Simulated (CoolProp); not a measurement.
Saturation properties of water.

Values from CoolProp's reference Helmholtz-energy equation of state, Wagner 2002.

```tsv
T (K)	p (bar)	liquid density (kg/m³)	liquid viscosity (µPa s)
446	8.483	894.5	[?]
456.8	[?]	883.1	147
467.6	13.82	871.1	139
478.4	[?]	858.5	131
489.1	21.45	845.4	124
499.9	26.34	831.4	118
510.7	32.05	816.8	112
521.5	38.67	801.3	107
532.3	46.28	785.0	102
543	54.90	767.7	97.6
553.8	64.80	749.1	93.3
```

What belongs in the gaps?


- 446, liquid viscosity (µPa s): 157
- 456.8, p (bar): 10.90
- 478.4, p (bar): 17.33

It boils at 373.1 K under 1 atm.

Viscosity comes from a separate model (Huber 2009).
